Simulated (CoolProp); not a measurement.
Saturation properties of water (Tc = 373.9 °C, pc = 22.06 MPa, ω = 0.344).

Computed with CoolProp (reference Helmholtz-energy equation of state, Wagner 2002).

```csv
T (°C),p (MPa),liquid density (kg/m³),vapour density (kg/m³)
187.15,1.179,879.2,6.021
192.45,1.324,873.3,…
197.75,1.483,867.3,7.510
203.05,…,861.1,8.358
208.35,1.846,854.7,9.284
213.65,2.051,848.2,10.29
218.95,2.273,841.6,11.39
224.25,2.514,834.7,12.58
229.55,…,827.7,13.87
234.85,…,820.5,15.27
240.15,3.356,813.2,16.79
245.45,…,805.6,18.44
```

Complete the blanks.


- 192.45, vapour density (kg/m³): 6.732
- 203.05, p (MPa): 1.657
- 229.55, p (MPa): 2.774
- 234.85, p (MPa): 3.054
- 245.45, p (MPa): 3.680

It boils at 100.0 °C under 1 atm.
